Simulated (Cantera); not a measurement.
Charge: 1 mol SrCl2, 25 mol H2, 12 mol N2, at 0.133 bar.

Method: chemical equilibrium by Gibbs-energy minimisation in Cantera with the NASA 1993 tables (ideal gas, pure condensed phases). Candidate condensed phases: NH4Cl, Sr, SrCl2; 15 gas species. The numbers say what is thermodynamically allowed, not how fast it happens.

Task: Which condensed phases are stable at each of these points (T (K)): 1400, 1475, 1550, 1625, 1700, 1775, 1850, 1925, 2000, 2075, 2150?

Result: 
| T (K) | condensed phases | Sr condensed (%) |
|---|---|---|
| 1400 | SrCl2(l) | 97.6 |
| 1475 | SrCl2(l) | 91.4 |
| 1550 | SrCl2(l) | 73.3 |
| 1625 | SrCl2(l) | 25.6 |
| 1700 | gas only | 0.0 |
| 1775 | gas only | 0.0 |
| 1850 | gas only | 0.0 |
| 1925 | gas only | 0.0 |
| 2000 | gas only | 0.0 |
| 2075 | gas only | 0.0 |
| 2150 | gas only | 0.0 |

From 1400 K to 1625 K the condensed part is SrCl2(l). From 1700 K to 2150 K nothing is condensed.
